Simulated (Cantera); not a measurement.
**Thermodynamics of sublimation and decomposition of ceramics, feed SiC + Si + N2**

A closed system holds: 1 mol SiC, a varied amount of Si, 4.6 mol N2, at 2375 K and 13300 Pa.

These are equilibrium values from Cantera (NASA tables, ideal gas, pure condensed phases), not measurements of a reactor. Candidate condensed phases: C, Si, SiC, Si3N4; 20 gas species. Mutual solubility and eutectic melting of coexisting phases are not modelled. The tables' values for SiN are old estimates; treat these amounts as uncertain. Rates play no part.

From 0.0033 mol Si to 0.0086 mol Si the condensed part is C(graphite) + SiC(s). From 0.014 mol Si to 0.059 mol Si the condensed part is SiC(s). From 0.096 mol Si to 0.41 mol Si the condensed part is Si(l) + SiC(s). The main Si-bearing gas is Si throughout. The share of Si in condensed phases is highest at 0.0086 mol Si (98.5 %) and lowest at 0.096 mol Si (92.1 %).

```json
[
 {"n(Si) (mol)": "0.0033", "log p N2": "-0.88", "log p Si": "-3.51", "log p Si2C": "-4.50", "log p SiN": "-4.86", "log p Si2N": "-5.62", "n C(graphite)": "0.00664", "n SiC(s)": "0.988", "n Si(l)": "0"},
 {"n(Si) (mol)": "0.0053", "log p N2": "-0.88", "log p Si": "-3.51", "log p Si2C": "-4.50", "log p SiN": "-4.86", "log p Si2N": "-5.62", "n C(graphite)": "0.00464", "n SiC(s)": "0.990", "n Si(l)": "0"},
 {"n(Si) (mol)": "0.0086", "log p N2": "-0.88", "log p Si": "-3.51", "log p Si2C": "-4.50", "log p SiN": "-4.86", "log p Si2N": "-5.62", "n C(graphite)": "0.00134", "n SiC(s)": "0.993", "n Si(l)": "0"},
 {"n(Si) (mol)": "0.014", "log p N2": "-0.88", "log p Si": "-3.40", "log p Si2C": "-4.40", "log p SiN": "-4.75", "log p Si2N": "-5.42", "n C(graphite)": "0", "n SiC(s)": "0.995", "n Si(l)": "0"},
 {"n(Si) (mol)": "0.023", "log p N2": "-0.88", "log p Si": "-3.23", "log p Si2C": "-4.22", "log p SiN": "-4.58", "log p Si2N": "-5.07", "n C(graphite)": "0", "n SiC(s)": "0.996", "n Si(l)": "0"},
 {"n(Si) (mol)": "0.037", "log p N2": "-0.88", "log p Si": "-3.05", "log p Si2C": "-4.04", "log p SiN": "-4.40", "log p Si2N": "-4.71", "n C(graphite)": "0", "n SiC(s)": "0.995", "n Si(l)": "0"},
 {"n(Si) (mol)": "0.059", "log p N2": "-0.88", "log p Si": "-2.87", "log p Si2C": "-3.86", "log p SiN": "-4.22", "log p Si2N": "-4.35", "n C(graphite)": "0", "n SiC(s)": "0.994", "n Si(l)": "0"},
 {"n(Si) (mol)": "0.096", "log p N2": "-0.88", "log p Si": "-2.75", "log p Si2C": "-3.74", "log p SiN": "-4.10", "log p Si2N": "-4.12", "n C(graphite)": "0", "n SiC(s)": "0.993", "n Si(l)": "0.0164"},
 {"n(Si) (mol)": "0.15", "log p N2": "-0.88", "log p Si": "-2.75", "log p Si2C": "-3.74", "log p SiN": "-4.10", "log p Si2N": "-4.12", "n C(graphite)": "0", "n SiC(s)": "0.993", "n Si(l)": "0.0704"},
 {"n(Si) (mol)": "0.25", "log p N2": "-0.88", "log p Si": "-2.75", "log p Si2C": "-3.74", "log p SiN": "-4.10", "log p Si2N": "-4.12", "n C(graphite)": "0", "n SiC(s)": "0.993", "n Si(l)": "0.170"},
 {"n(Si) (mol)": "0.41", "log p N2": "-0.88", "log p Si": "-2.75", "log p Si2C": "-3.74", "log p SiN": "-4.10", "log p Si2N": "-4.12", "n C(graphite)": "0", "n SiC(s)": "0.993", "n Si(l)": "0.330"}
]
```
log p: log10 of the partial pressure in bar; n: condensed amount in mol.
